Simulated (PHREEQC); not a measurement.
**Polishing slurry liquid (model solution)**

Dissolve 0.0044 mol HNO3, 0.1 mol K2SO4 and 5.3e-05 mol KH2PO4 per kg of water at 85 °C. Closed to the air; pH follows from the charge balance.

All values are PHREEQC results (ion-association model, phreeqc.dat), not measurements.

Precipitation was switched off in this run.

### Question
Estimate the pH.

### Answer
pH 3.38.

### Question
In which forms is S present?

### Answer
SO4-2 59 %, KSO4- 37 %, HSO4- 3.9 % of the S.

Constants without temperature data keep their 25 °C values here.
